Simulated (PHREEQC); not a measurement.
A solution holds 38 mmol/kgw NH4Cl and 1.4 mmol/kgw FeSO4, at 25 °C. Closed to the air; pH follows from the charge balance.

Computed with PHREEQC (ion-association model, wateq4f.dat).

Precipitation was switched off in this run.

Task: Order these Fe species by the share of Fe that they hold, largest first: FeSO4, Fe+2, FeCl+.

Result: Fe+2 (93 %), FeSO4 (4.3 %), FeCl+ (2.4 %)

Task: Order these S species by the share of S that they hold, largest first: FeSO4, SO4-2, NH4SO4-.

Result: SO4-2 (78 %), NH4SO4- (18 %), FeSO4 (4.3 %)

The pH is 5.42 and the ionic strength 0.0428 mol/kgw. Species that the database lacks are ignored.
